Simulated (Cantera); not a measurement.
Feed: 1 mol Si₃N₄, 0.0011 mol O₂, 8.2 mol H₂, at 1000 °C.

These are equilibrium values from Cantera (NASA tables, ideal gas, pure condensed phases), not measurements of a reactor. Candidate condensed phases: H₂O, Si, SiO₂, Si₂N₂O, Si₃N₄; 35 gas species. The numbers say what is thermodynamically allowed, not how fast it happens.

Question: At 1.00e-6 bar, list the 4 most abundant gas species with their mole fractions, and the condensed phases.

Answer: H₂ 0.803, N₂ 0.196, H 0.000641, SiO 0.000216. Condensed: Si(s).
